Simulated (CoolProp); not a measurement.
Properties of n-perfluorohexane along the isotherm 176.85 °C.

Model: reference Helmholtz-energy equation of state, Gao 2022, in CoolProp.

| p (MPa) | phase | Z | fugacity coefficient |
|---|---|---|---|
| 0.327 | gas | 0.9320 | 0.9358 |
| 0.653 | gas | 0.8562 | 0.8728 |
| 0.98 | gas | 0.7680 | 0.8101 |
| 1.31 | gas | 0.6583 | 0.7465 |
| 1.63 | gas | 0.5032 | 0.6826 |
| 1.96 | supercritical | 0.2007 | 0.6034 |
| 2.29 | supercritical | 0.2110 | 0.5331 |
| 2.61 | supercritical | 0.2294 | 0.4813 |
